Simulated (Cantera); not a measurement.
An isothermal, constant-pressure homogeneous reactor starts with CH3OH : O2 : N2 = 0.016 : 0.02 : 1 (molar parts), equivalence ratio 1.2, at 1548 K and 3750 Torr.

Model: GRI-Mech 3.0 (53 species, 325 reactions), integrated in Cantera. GRI-Mech 3.0 was tuned for natural gas; its chemistry of methanol as a main component is partial and can be far from experiment. The temperature is held fixed by assumption; the heat of reaction is taken as removed at once.

One state of this run: x CH3OH = <1e-12; x O2 = 8.20e-8; x HCO = 3.71e-10; x H2 = 0.00354; x C2H2 = <1e-12; x NO = 8.50e-6; x CH3 = <1e-12. x: mole fraction; the columns are a selection and need not sum to one.

Problem. Which value of t (s) does it belong to?
A) 0.754
B) 0.000932
C) 0.00285
D) 0.00869

Solution. D, 0.00869
